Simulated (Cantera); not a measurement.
Input: 1 mol BF3, 4.3 mol H2O, 2.7 mol N2, at 1875 °C and 100000 Pa.

Cantera equilibrium calculation (NASA polynomials, part measured and part estimated; ideal gas, pure solids and liquids). Candidate condensed phases: B, BN, B2O3, B3O3H3, H2O; 62 gas species. Equilibrium is a limit: real reactors are often held back by kinetics, nucleation or transport.

Base state: H2O 0.321, N2 0.299, HF 0.259, BOF 0.0717, HBO2 0.0371, H2 0.00587, OH 0.00225, O2 0.00200 (mole fractions); condensed: gas only.

Q: What changes in the equilibrium state with this change: temperature from 1875 °C to 700 °C?

A: 
```tsv
species	before	after
H2O	0.321	0.457
N2	0.299	0.332
HF	0.259	0.118
BF3	0.000490	0.0766
BOF	0.0717	1.06e-5
HBO2	0.0371	9.41e-6
OH	0.00225	2.94e-9
B2O3	0.000558	<1e-9
H	0.000319	<1e-9
BO2	0.000313	<1e-9
(HBO2)3	4.10e-8	0.00848
```
Gases not in the tables: H3BO3.

Q: What changes in the equilibrium state with this change: 0.27 mol O2 added?

A: 
```tsv
species	before	after
H2O	0.321	0.315
N2	0.299	0.290
HF	0.259	0.252
O2	0.00200	0.0273
BOF	0.0717	0.0693
HBO2	0.0371	0.0362
H2	0.00587	0.00156
O	8.62e-5	0.000318
NO	0.000672	0.00244
```
